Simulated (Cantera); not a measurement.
What does this Cantera script print?

```python
import numpy as np
import cantera as ct

gas_names = """
    Electron C C+ C- CO CO+ COS CO2 CO2+ CS CS2 C2 C2+ C2- C2O C3 C3O2 C4 C5 O O+ O- O2 O2+ O2- O3 S S+
    S- SO SO2 SO3 S2 S2O S8
""".split()
cond_names = """
    C(gr) S(cr1) S(cr2) S(L)
""".split()


# ... load() reads the species with a 1 bar reference pressure and builds the phases ...
atoms = {
    'CS2': {'C': 1, 'S': 2},
    'SO2': {'S': 1, 'O': 2},
    'O2': {'O': 2},
}
top_T = {'C(gr)': 4500}  # K; cautious upper limits of use, not melting points


# ... equilibrate(T, P, feed) seeds the gas with the atoms and calls Mixture.equilibrate('TP', solver="vcs", rtol=1e-11, max_steps=5000) ...
results = []
feed = {'CS2': 1, 'SO2': 0.037, 'O2': 0.3}  # mol
P = 12000000  # Pa
for T in [2500, 3000, 3500, 4000, 4500, 5000]:
    mix = equilibrate(T, P, feed)
    results.append((T, P, feed, dict(zip(mix.species_names, mix.species_moles))))

top = {s: max(r[3][s] / sum(r[3][g] for g in gas_names) for r in results) for s in gas_names}
cols = sorted((s for s in top if top[s] > 0.0001), key=lambda s: -top[s])[:9]
seen = [c for c in cond_names if any(r[3].get(c, 0) > 1e-12 for r in results)]
print("log10 of partial pressures in bar; condensed amounts in mol")
print(f"{'T/K':>10s}" + "".join(f"{s[:9]:>10s}" for s in cols + seen))
for T, P, feed, n in results:
    ng = sum(n[g] for g in gas_names)
    print(f"{T:10.4g}" + "".join(f"{np.log10(max(n[s] / ng * P / 1e5, 1e-99)):10.3f}" for s in cols)
          + "".join(f"{n.get(c, 0):10.4g}" for c in seen))
```

Result:

```
log10 of partial pressures in bar; condensed amounts in mol
       T/K        S2        CO         S       CS2        CS       COS        SO         C       CO2
      2500     1.685     1.657    -0.516     1.346     0.055     0.394    -1.943    -7.681    -1.190
      3000     1.689     1.656     0.248     1.245     0.703     0.115    -1.655    -5.256    -1.652
      3500     1.678     1.641     0.787     1.037     1.031    -0.100    -1.344    -3.646    -1.878
      4000     1.630     1.617     1.174     0.757     1.168    -0.289    -1.054    -2.523    -1.978
      4500     1.531     1.586     1.444     0.450     1.211    -0.474    -0.837    -1.679    -2.043
      5000     1.379     1.553     1.625     0.135     1.211    -0.664    -0.714    -0.997    -2.113
```

Cantera equilibrium calculation (NASA polynomials, part measured and part estimated; ideal gas, pure solids and liquids). The ideal-gas law is rough above about 30 bar.
